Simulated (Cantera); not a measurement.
## Pyrogenic steam for wet oxidation

An isothermal, constant-pressure homogeneous reactor starts with 18.1 % H2, 13.9 % O2, 68.1 % N2, equivalence ratio 0.65, at 950 K and 668 Torr.

Detailed kinetics in Cantera: the H2/O2 subset of GRI-Mech 3.0, which has no nitrogen chemistry. The temperature is held fixed by assumption; the heat of reaction is taken as removed at once.

| t (s) | x H2 | x O2 | x O | x H2O | x HO2 | x OH |
|---|---|---|---|---|---|---|
| 3.00e-5 | 0.181 | 0.139 | 1.28e-11 | 1.20e-10 | 2.48e-10 | 3.72e-12 |
| 0.000100 | 0.181 | 0.139 | 4.84e-11 | 1.48e-9 | 1.89e-9 | 1.37e-11 |
| 0.000336 | 0.181 | 0.139 | 2.18e-10 | 2.01e-8 | 2.11e-8 | 6.12e-11 |
| 0.00113 | 0.181 | 0.139 | 3.28e-9 | 6.08e-7 | 5.88e-7 | 9.30e-10 |
| 0.00377 | 0.103 | 0.102 | 4.17e-8 | 0.0854 | 4.50e-5 | 2.83e-8 |
| 0.0126 | 0.102 | 0.102 | 5.79e-8 | 0.0858 | 3.36e-5 | 3.82e-8 |
| 0.0423 | 0.0994 | 0.100 | 1.45e-7 | 0.0888 | 5.02e-5 | 1.14e-7 |
| 0.142 | 0.0815 | 0.0917 | 1.81e-7 | 0.108 | 5.38e-5 | 1.67e-7 |
| 0.475 | 0.0414 | 0.0729 | 1.43e-7 | 0.153 | 4.09e-5 | 1.61e-7 |
| 1.59 | 0.00383 | 0.0552 | 7.66e-8 | 0.194 | 1.42e-5 | 1.59e-7 |
| 5.32 | 0.000151 | 0.0535 | 1.85e-9 | 0.198 | 1.26e-6 | 3.00e-8 |
| 17.8 | 1.85e-5 | 0.0534 | 7.70e-11 | 0.198 | 2.14e-7 | 8.10e-9 |
| 59.7 | 1.35e-6 | 0.0534 | 4.04e-12 | 0.198 | 2.89e-8 | 4.17e-9 |
| 200 | 2.11e-11 | 0.0534 | 5.76e-12 | 0.198 | 2.24e-10 | 3.64e-8 |
x: mole fraction; the columns are a selection and need not sum to one.

Equilibrium at this temperature and pressure: H2 1.67e-11, O2 0.0534, O 7.84e-12, H2O 0.198, HO2 1.97e-10, OH 4.25e-8 (gas phase only).
